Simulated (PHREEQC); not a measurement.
A solution holds 0.27 mol NH4HF2, 0.016 mol (NH4)2SiF6 and 0.013 mol HBF4 per kg of water, at 25 °C. Closed to the air; pH follows from the charge balance.

All values are PHREEQC results (ion-association model, phreeqc.dat), not measurements.

Precipitation was switched off in this run.

Question: Order these F species by the share of F that they hold, largest first: SiF6-2, HF, HF2-, BF4-, F-.

Answer: HF2- (30 %), HF (26 %), F- (22 %), SiF6-2 (14 %), BF4- (7.5 %)

The pH is 2.91 and the ionic strength 0.320 mol/kgw. Species that the database lacks are ignored. SiF6-2 is the database's only silicon fluoride. Real BF4- forms and hydrolyses slowly; the run takes it at equilibrium.
